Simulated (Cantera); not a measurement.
Cantera run, input and output.

```python
import numpy as np
import cantera as ct

gas = ct.Solution("gri30.yaml")
gas.TPX = 1273, 24000, {'C2H6': 1, 'H2': 2}
reactor = ct.IdealGasConstPressureReactor(gas, energy="off", clone=False)
net = ct.ReactorNet([reactor])
net.rtol, net.atol = 1e-08, 1e-18
show = ['C2H6', 'H2', 'C2H', 'CH4', 'CH3', 'H']
times = np.geomspace(2e-05, 30, 14)

steps = ct.SolutionArray(gas, extra=["t"])
rows = []
print(f"{'t/s':>10s}{'T/K':>9s}{'P/Pa':>11s}" + "".join(f"{s:>11s}" for s in show))
for t in times:
    while net.time < t:
        t_next = net.step()
        steps.append(gas.state, t=t_next)
    rows.append([np.interp(t, steps.t, y) for y in (steps.T, steps.P, *steps(*show).X.T)])
    print(f"{t:10.3e}{rows[-1][0]:9.1f}{rows[-1][1]:11.4g}" + "".join(f"{x:11.3e}" for x in rows[-1][2:]))
rate = np.gradient(steps.T, steps.t)
print("integrator steps:", len(steps.t))
if steps.T.max() > steps.T[0] + 200:
    print(f"time of steepest temperature rise: {steps.t[rate.argmax()]:.4e} s")
gas.TPX = 1273, 24000, {'C2H6': 1, 'H2': 2}
gas.equilibrate("TP")
print(f"equilibrium (TP): T = {gas.T:.1f} K  " + "  ".join(f"{s} {gas[s].X[0]:.3e}" for s in show))
```

Result:

```
       t/s      T/K       P/Pa       C2H6         H2        C2H        CH4        CH3          H
 2.000e-05   1273.0    2.4e+04  3.332e-01  6.667e-01  6.366e-20  3.869e-05  3.173e-05  1.887e-06
 5.972e-05   1273.0    2.4e+04  3.325e-01  6.667e-01  3.474e-17  1.823e-04  4.398e-05  6.091e-06
 1.783e-04   1273.0    2.4e+04  3.271e-01  6.675e-01  8.459e-15  9.827e-04  1.046e-04  1.590e-05
 5.325e-04   1273.0    2.4e+04  2.990e-01  6.711e-01  4.894e-13  6.403e-03  1.943e-04  2.441e-05
 1.590e-03   1273.0    2.4e+04  2.228e-01  6.799e-01  6.470e-12  2.321e-02  1.796e-04  2.563e-05
 4.747e-03   1273.0    2.4e+04  9.743e-02  6.923e-01  4.793e-11  5.463e-02  1.281e-04  2.687e-05
 1.418e-02   1273.0    2.4e+04  1.460e-02  7.004e-01  1.419e-10  7.914e-02  5.277e-05  1.940e-05
 4.233e-02   1273.0    2.4e+04  2.486e-03  7.044e-01  1.420e-10  8.417e-02  2.229e-05  9.171e-06
 1.264e-01   1273.0    2.4e+04  1.560e-03  7.087e-01  2.058e-10  8.724e-02  1.851e-05  7.512e-06
 3.774e-01   1273.0    2.4e+04  1.100e-03  7.132e-01  2.881e-10  9.345e-02  1.708e-05  6.575e-06
 1.127e+00   1273.0    2.4e+04  7.970e-04  7.100e-01  2.908e-10  1.062e-01  1.605e-05  5.447e-06
 3.365e+00   1273.0    2.4e+04  7.047e-04  6.928e-01  2.368e-10  1.330e-01  1.661e-05  4.409e-06
 1.005e+01   1273.0    2.4e+04  6.048e-04  6.616e-01  1.663e-10  1.798e-01  1.700e-05  3.198e-06
 3.000e+01   1273.0    2.4e+04  4.803e-04  6.193e-01  1.055e-10  2.432e-01  1.642e-05  2.143e-06
integrator steps: 1229
equilibrium (TP): T = 1273.0 K  C2H6 2.901e-04  H2 5.383e-01  C2H 4.529e-11  CH4 3.640e-01  CH3 1.417e-05  H 1.075e-06
```

Model: GRI-Mech 3.0 (53 species, 325 reactions), integrated in Cantera. GRI-Mech 3.0 stops at C3 and has no aromatics, soot or wall deposition, so with more carbon than oxygen in the feed, carbon stays in small species such as C2H2 where larger ones or solid carbon would form.
